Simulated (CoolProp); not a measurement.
Properties of R1132(E) along the isotherm 126.85 °C (Tc = 75.7 °C, pc = 5.174 MPa, ω = 0.245).

Computed with CoolProp (reference Helmholtz-energy equation of state, Akasaka 2024).

```csv
p (MPa),phase,Z,speed of sound (m/s),expansivity (1/kK)
0.287,gas,0.9880,240.5,2.611
0.575,gas,0.9758,238.4,2.729
0.862,gas,0.9635,[?],2.854
1.15,gas,0.9510,234.1,2.987
1.44,gas,[?],232.0,3.130
1.72,gas,0.9258,229.8,3.277
2.01,gas,0.9127,227.6,3.439
2.3,gas,[?],225.4,[?]
2.59,gas,[?],[?],3.800
```

Q: Fill in the missing entries.

A: 
- 0.862, speed of sound (m/s): 236.3
- 1.44, Z: 0.9382
- 2.3, Z: 0.8994
- 2.3, expansivity (1/kK): 3.613
- 2.59, Z: 0.8859
- 2.59, speed of sound (m/s): 223.2
